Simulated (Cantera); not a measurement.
A closed system holds: 1 mol Fe3O4, 1.8 mol CH4, 0.87 mol H2, equilibrated at 1923.15 K.

Cantera equilibrium calculation (NASA polynomials, part measured and part estimated; ideal gas, pure solids and liquids). Candidate condensed phases: C, C6H6, C7H8, C8H18, Fe, Fe(CO)5, FeO, Fe(OH)2, Fe(OH)3, Fe2O3, Fe3O4, H2O; 114 gas species. Rates play no part.

### Question
At 10.0 Pa, list the 4 most abundant gas species with their mole fractions, and the condensed phases.

### Answer
Fe 0.311, H2 0.250, H2O 0.194, CO 0.160. Condensed: gas only.
